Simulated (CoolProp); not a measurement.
Sulfur dioxide along the isotherm 251.85 °C: Z from the reference equation and from simpler models built on Tc = 157.5 °C, pc = 7887 kPa, ω = 0.256; each cubic takes its own stable root.

Values from CoolProp's reference Helmholtz-energy equation of state, Gao 2016.

```csv
p (kPa),phase,reference,van der Waals,Redlich-Kwong,Peng-Robinson
1310,gas,0.9714,0.9692,0.9682,0.9672
2630,gas,0.9420,0.9368,0.9354,0.9340
3940,gas,0.9122,0.9031,0.9022,0.9012
5260,gas,0.8815,0.8673,0.8680,0.8683
6570,gas,0.8506,0.8298,0.8333,0.8360
7890,supercritical,0.8190,0.7897,0.7979,?
9200,supercritical,0.7876,0.7475,0.7626,0.7733
10500,supercritical,0.7565,0.7036,0.7277,0.7441
11800,supercritical,0.7259,?,0.6939,0.7168
13100,supercritical,?,0.6172,0.6624,?
14500,supercritical,0.6660,0.5826,0.6329,0.6684
15800,supercritical,?,?,0.6111,0.6503
17100,supercritical,0.6185,0.5593,0.5956,0.6360
18400,supercritical,0.6008,0.5626,0.5862,0.6256
19700,supercritical,0.5879,0.5714,0.5822,0.6188
```

Q: Complete the blanks.

A: 
- 7890, Peng-Robinson: 0.8041
- 11800, van der Waals: 0.6589
- 13100, reference: 0.6962
- 13100, Peng-Robinson: 0.6919
- 15800, reference: 0.6405
- 15800, van der Waals: 0.5647
